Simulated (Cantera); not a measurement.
Feed: 1 mol B₂O₃, 2.8 mol HF, 2.1 mol O₂, held at 1823 K and 1.50 Pa.

Equilibrium computed with Cantera from the NASA thermochemical tables; the gas is ideal and each condensed phase is pure. Candidate condensed phases: B, B₂O₃, B₃O₃H₃, H₂O; 43 gas species. Rates play no part.

### Question
What is the equilibrium state?

### Answer
```json
{
 "x(O₂)": "0.334",
 "x(BOF)": "0.268",
 "x(HF)": "0.196",
 "x(H₂O)": "0.0958",
 "x(HBO₂)": "0.0504",
 "x(O)": "0.0225",
 "x(OH)": "0.0140",
 "x(BO₂)": "0.00893",
 "x(H)": "0.00597",
 "gas_amount": "6.039 mol",
 "log10 activity of B(s) (absent)": "-10.73",
 "log10 activity of B₃O₃H₃(s) (absent)": "-33.10"
}
```
